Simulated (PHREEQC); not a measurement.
0.011 g of hydrous ferric oxide (600 m²/g; 0.2 weak and 0.005 strong sites per Fe, Dzombak-Morel constants, diffuse double layer) in 1 kg of water with 0.05 mol/kgw of an inert sodium salt and 4.1e-07 mol SrCl2 and 3e-07 mol ZnSO4, at 25 °C; the pH is set by adding NaOH or the inert anion's acid. Oxygen alone is held at its pressure in air (log pO2 = -0.68). The system is closed to CO2. Nothing may precipitate in this run.

The series has 17 steps of pH, from 3 to 9.

Model: ion-association model, wateq4f.dat, run in PHREEQC.

Problem. Near which pH is half of the S sorbed, and on which side is more sorbed?

Solution. Near pH 5.2, with more sorbed at lower pH.

Problem. Near which pH is half of the Zn sorbed, and on which side is more sorbed?

Solution. Near pH 6.8, with more sorbed at higher pH.

The oxide is taken as insoluble; below pH 4 it would dissolve.
